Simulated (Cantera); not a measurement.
Charge: 1 mol AlN, 3.1 mol N2, held at 3048 K.

Equilibrium computed with Cantera from the NASA thermochemical tables; the gas is ideal and each condensed phase is pure. Candidate condensed phases: Al, AlN; 5 gas species. Equilibrium is a limit: real reactors are often held back by kinetics, nucleation or transport.

**Question.** At 10.0 Pa, list the 3 most abundant gas species with their mole fractions, and the condensed phases.

**Answer.** N2 0.781, Al 0.217, N 0.00167. Condensed: gas only.
